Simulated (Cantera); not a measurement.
Input: 1 mol Si3N4, a varied amount of NF3, 780 mol H2, held at 823 K and 100 Torr.

These are equilibrium values from Cantera (NASA tables, ideal gas, pure condensed phases), not measurements of a reactor. Candidate condensed phases: Si, Si3N4; 37 gas species. The numbers say what is thermodynamically allowed, not how fast it happens.

Problem. At 6.8 mol NF3, list the 5 most abundant gas species with their mole fractions, and the condensed phases.

Solution. H2 0.979, HF 0.0106, N2 0.00680, SiF4 0.00379, NH3 2.54e-5. Condensed: gas only.
